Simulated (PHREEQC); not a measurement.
PHREEQC input (ion-association model, wateq4f.dat):

```
SOLUTION_MASTER_SPECIES
  An  An-  0  An  62.0  # stands for a non-complexing anion
SOLUTION_SPECIES
  An- = An-
    -log_k 0
    -gamma 3.0 0
PHASES
  Fix_H+
    H+ = H+
    -log_k 0
SOLUTION 1
  temp 25
  units mmol/kgw
  pH 7 charge
  Cl 0.0364
  Mn(2) 0.0022
  F 1.7
  Na 11.7
  Ba 0.016
  An 10
END
SELECTED_OUTPUT 1
  -reset false
  -pH true
  -pe true
  -ionic_strength true
  -water true
  -totals Ba Cl F Mn Na Mn(2) Mn(3) Mn(6) Mn(7)
  -molalities Hfo_wOH Hfo_wOH2+ Hfo_wO- Hfo_sOH Hfo_sOH2+ Hfo_sO- Hfo_wF Hfo_wOHF- Hfo_sOMn+ Hfo_wOMn+
    Hfo_sOHBa+2 Hfo_wOBa+
  -saturation_indices BaF2 Pyrochroite Halite
USER_PUNCH 1
  -headings sigma psi
  10 PUNCH EDL("sigma", "Hfo"), EDL("psi", "Hfo")
PRINT
  -reset false
USE solution 1
SURFACE 1
  Hfo_wOH 0.0012809 600 0.57
  Hfo_sOH 3.20225e-05
EQUILIBRIUM_PHASES 1
  Fix_H+ -4 HAn 10
    -force_equality true
END
# ... the last block is repeated for the other 12 points of pH, with NaOH or the acid as the point needs
```

Selected output (columns that matter, 13 of 13 rows; pH added in front):

```
pH	mu	Ba	Cl	F	Mn	Na	m_Hfo_wOH	m_Hfo_wOH2+	m_Hfo_wO-	si_BaF2	si_Pyrochroite	si_Halite	sigma	psi
4	0.011999	1.5999e-05	3.6399e-05	0.00078885	2.1999e-06	0.0117	2.6308e-05	0.0003434	4.6172e-08	-5.644	-13.043	-8.0502	0.078009	0.12862
4.67	0.011877	1.5998e-05	3.64e-05	0.0008754	2.1983e-06	0.0117	7.7348e-05	0.0003786	3.6201e-07	-5.468	-11.703	-8.0498	0.058304	0.11419
5.33	0.011826	1.5983e-05	3.64e-05	0.0010179	2.1707e-06	0.0117	0.00018871	0.00040813	1.9988e-06	-5.3178	-10.389	-8.0497	0.040441	0.096128
6	0.011794	1.5873e-05	3.64e-05	0.0011953	1.811e-06	0.0117	0.00037874	0.00038898	8.4478e-06	-5.1767	-9.1273	-8.0496	0.026295	0.075625
6.67	0.011768	1.5183e-05	3.64e-05	0.0013762	5.6192e-07	0.0117	0.00061465	0.00031497	2.7478e-05	-5.0724	-8.2958	-8.0495	0.015919	0.053853
7.33	0.011742	1.2013e-05	3.64e-05	0.0015292	6.3951e-08	0.0117	0.00081601	0.00022669	6.7291e-05	-5.0821	-7.9199	-8.0495	0.0080091	0.03054
8	0.011708	5.0623e-06	3.64e-05	0.0016329	6.2141e-09	0.0117	0.00092963	0.00016119	0.00012283	-5.4	-7.5929	-8.0494	0.00074551	0.0030158
8.67	0.011727	7.2507e-07	3.64e-05	0.0016803	4.8057e-10	0.011748	0.00096573	0.00012696	0.00016829	-6.2193	-7.3678	-8.0477	-0.0077036	-0.029507
9.33	0.011782	5.6274e-08	3.64e-05	0.0016948	3.0306e-11	0.011826	0.0009665	0.00010482	0.00020416	-7.3226	-7.2616	-8.045	-0.02011	-0.063607
10	0.011911	4.399e-09	3.64e-05	0.0016986	2.0962e-12	0.011993	0.00094347	7.9582e-05	0.00025624	-8.429	-7.1397	-8.0394	-0.041133	-0.096784
10.67	0.012387	4.6747e-10	3.64e-05	0.0016996	2.3911e-13	0.012531	0.00087916	5.0506e-05	0.00035058	-9.4076	-6.9428	-8.022	-0.076084	-0.12655
11.33	0.01438	8.6006e-11	3.64e-05	0.0016999	6.6442e-14	0.014626	0.00073593	2.3829e-05	0.00052067	-10.164	-6.6189	-7.9614	-0.13217	-0.15086
12	0.023786	4.9848e-11	3.6399e-05	0.0016999	8.3108e-14	0.024204	0.00044351	5.4207e-06	0.00083128	-10.484	-5.9844	-7.7674	-0.22614	-0.16547
```
